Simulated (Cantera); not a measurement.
Input: 1 mol trisilylamine, 1.6 mol NH3, held at 1825 K and 10.0 mbar.

These are equilibrium values from Cantera (NASA tables, ideal gas, pure condensed phases), not measurements of a reactor. Candidate condensed phases: Si, Si3N4; 18 gas species. The feed counts by its element totals alone. Gases not in the tables: Si2H6 and higher silanes. Equilibrium is a limit: real reactors are often held back by kinetics, nucleation or transport.

Base state: H2 0.837, N2 0.158, H 0.00403, Si 0.000455, SiH 4.42e-5, SiH2 2.98e-5, Si2N 1.17e-5 (mole fractions); condensed: Si(l).

Task: What changes in the equilibrium state with this change: pressure from 10.0 mbar to 0.160 bar?

Result: 
| species | before | after |
|---|---|---|
| H2 | 0.837 | 0.917 |
| N2 | 0.158 | 0.0823 |
| H | 0.00403 | 0.00105 |
| SiH2 | 2.98e-5 | 3.26e-5 |
| Si | 0.000455 | 2.84e-5 |
| Si2N | 1.17e-5 | 2.10e-6 |
| Si(l), mol | 3.00 | 1.98 |
| Si3N4(s), mol | 0 | 0.341 |
Mutual solubility and eutectic melting of coexisting phases are not modelled.

Task: What changes in the equilibrium state with this change: 0.028 mol H2O added?

Result: 
```csv
species,before,after
H2,0.837,0.835
N2,0.158,0.157
H,0.00403,0.00402
SiO,0,0.00338
Si2N,1.17e-5,1.16e-5
SiH2,2.98e-5,2.97e-5
SiH,4.42e-5,4.42e-5
Si,0.000455,0.000455
"Si(l), mol",3.00,2.97
```
Further candidate phases: H2O, SiO2, Si2N2O.

Task: What changes in the equilibrium state with this change: temperature from 1825 K to 2148 K?

Result: 
```json
[
 {"species": "H2", "before": "0.837", "after": "0.787"},
 {"species": "N2", "before": "0.158", "after": "0.152"},
 {"species": "H", "before": "0.00403", "after": "0.0370"},
 {"species": "Si", "before": "0.000455", "after": "0.0220"},
 {"species": "Si2", "before": "2.96e-6", "after": "0.000317"},
 {"species": "Si3", "before": "6.95e-7", "after": "6.34e-5"},
 {"species": "SiH", "before": "4.42e-5", "after": "0.000958"},
 {"species": "SiN", "before": "7.45e-6", "after": "0.000161"},
 {"species": "Si2N", "before": "1.17e-5", "after": "0.000185"},
 {"species": "Si(l), mol", "before": "3.00", "after": "2.79"}
]
```
The tables' values for SiN are old estimates; treat these amounts as uncertain.
